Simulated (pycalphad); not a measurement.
Computed with pycalphad from the COST 507 light-alloy database (1999), at 1 atm. The data set is of 1999 and partly superseded. Not assessed as a whole: an extrapolation from subsystems, which can miss ternary compounds. Phase fractions are per mole of atoms. Kinetics are ignored, which matters at the lower temperatures.

Problem. Give the equilibrium state of Ti-0.3914Si-5.052Fe (wt.%) at 600 K.

Solution. hcp, fraction 0.897, with 0.17 Si, <0.01 Fe wt.%; FETI, fraction 0.087, with no Si, 53.8 Fe wt.%; SITI3, fraction 0.017, with 16.4 Si, no Fe wt.%.

Problem. Give the equilibrium state of Ti-0.3914Si-5.052Fe (wt.%) at 850 K.

Solution. 
```
T = 850.00 K, P = 101325 Pa, N = 1 mol of atoms
G = -38421 J/mol, H = 14839 J/mol, S = 62.66 J/(mol K)  (SER reference)
chemical potentials (J/mol): Ti -35384, Si -220778, Fe -76652
phase             fraction      x(Ti)      x(Si)      x(Fe)
HCP_A3              0.6356     0.9954     0.0040   0.000613
BCC_A2              0.3541     0.8738     0.0045     0.1217
SITI3               0.0103     0.7500     0.2500       none
```

Database names, with the compositions (at.%) that they take in these runs: SITI3: Ti 75 Si 25; FETI: Ti 50 Fe 50. BCC_A2 is bcc; HCP_A3 is hcp. An entry "none" or "no" means that the model of the phase leaves that element out.
